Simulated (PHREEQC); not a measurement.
Make-up at 82 °C: 12 mmol/kgw NaHCO3 and 0.064 mmol/kgw K2HPO4. Closed to the air; pH follows from the charge balance.

Equilibrium calculation in PHREEQC: ion-association model, phreeqc.dat.

```json
[
 {"quantity": "pH", "before": "7.91", "after": "7.98"},
 {"quantity": "HPO4-2 (mol/kgw)", "before": "5.72e-5", "after": "5.76e-5"},
 {"quantity": "H2PO4- (mol/kgw)", "before": "5.95e-6", "after": "6.14e-6"},
 {"quantity": "PO4-3 (mol/kgw)", "before": "1.05e-8", "after": "8.91e-9"},
 {"quantity": "KHPO4- (mol/kgw)", "before": "8.69e-9", "after": "1.12e-8"}
]
```

Q: Which change was made?
A. NaHCO3 left out
B. K2HPO4 from 6.4e-05 to 6.4e-06 mol/kgw
C. K2HPO4 from 6.4e-05 to 0.00032 mol/kgw
D. K2HPO4 from 6.4e-05 to 5.76e-05 mol/kgw
E. NaHCO3 from 0.012 to 0.0024 mol/kgw

A: E, NaHCO3 from 0.012 to 0.0024 mol/kgw

Precipitation was switched off in this run. At this temperature some constants are extrapolated from 25 °C, and those without enthalpy data are left unchanged.
